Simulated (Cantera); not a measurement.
# Ignition delay

Mixture: CO : H2 : CH4 : O2 : N2 = 1 : 0.79 : 0.61 : 2.98 : 11.2 (molar parts), equivalence ratio 0.71, at 1200000 Pa, adiabatic and at constant volume. Ignition delay is the time to a rise of 400 K.

Computed with Cantera and GRI-Mech 3.0 (53 species, 325 reactions). The pressure lies above the range GRI-Mech 3.0 was tuned for (to about 10 atm).

```json
[
 {"T0 (K)": "1100", "delay (ms)": "0.769"},
 {"T0 (K)": "1175", "delay (ms)": "0.194"},
 {"T0 (K)": "1250", "delay (ms)": "0.0709"},
 {"T0 (K)": "1325", "delay (ms)": "0.0337"},
 {"T0 (K)": "1400", "delay (ms)": "0.0187"},
 {"T0 (K)": "1475", "delay (ms)": "0.0114"},
 {"T0 (K)": "1550", "delay (ms)": "0.00747"}
]
```

```
Item                                                    Result
--------------------------------------------------  ----------
apparent activation energy between 1400 and 1550 K  110 kJ/mol
```
